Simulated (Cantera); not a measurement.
Charge: 1 mol toluene, 1.6 mol CO₂, 0.92 mol N₂, held at 0.133 bar.

Method: chemical equilibrium by Gibbs-energy minimisation in Cantera with the NASA 1993 tables (ideal gas, pure condensed phases). Candidate condensed phases: C, C₆H₆, C₇H₈, C₈H₁₈, H₂O; 136 gas species. The numbers say what is thermodynamically allowed, not how fast it happens.

Over these rows the condensed part is C(graphite). Partial pressures as log10 of bar:

| T (K) | 1000/T (1/K) | log p HCN | log p H₂ | log p CO | log p N₂ |
|---|---|---|---|---|---|
| 1298 | 0.7704 | -5.19 | -1.18 | -1.28 | -1.82 |
| 1448 | 0.6906 | -4.64 | -1.18 | -1.28 | -1.82 |
| 1598 | 0.6258 | -4.20 | -1.18 | -1.28 | -1.82 |
| 1748 | 0.5721 | -3.83 | -1.18 | -1.28 | -1.82 |
| 1898 | 0.5269 | -3.52 | -1.18 | -1.28 | -1.83 |
| 2048 | 0.4883 | ? | -1.19 | -1.28 | -1.83 |

Task: Fit log p(HCN) = a + b·(1000/T) to the five rows, give the apparent enthalpy, and predict the row at 2048 K.

Result: Means: 1000/T = 0.6372, log p = -4.276. Sxy = -0.254470, Sxx = 0.0371279, so b = -6.85 and a = -4.276 − (-6.85)×0.6372 = 0.09.
Apparent enthalpy: −19.145 × (-6.85) = 131 kJ/mol. With the condensed phases at unit activity, C(graphite) + 1/2 H₂(g) + 1/2 N₂(g) = HCN(g) links this pressure to the main gases: over the six rows their terms move log p by -0.01 in all, so the slope is close to that reaction's ΔH°. The five rows lie within 0.01 of the line.
Prediction at 2048 K: 0.09 + (-6.85)×0.4883 = -3.25. The computed value is -3.26, 0.01 from the line.
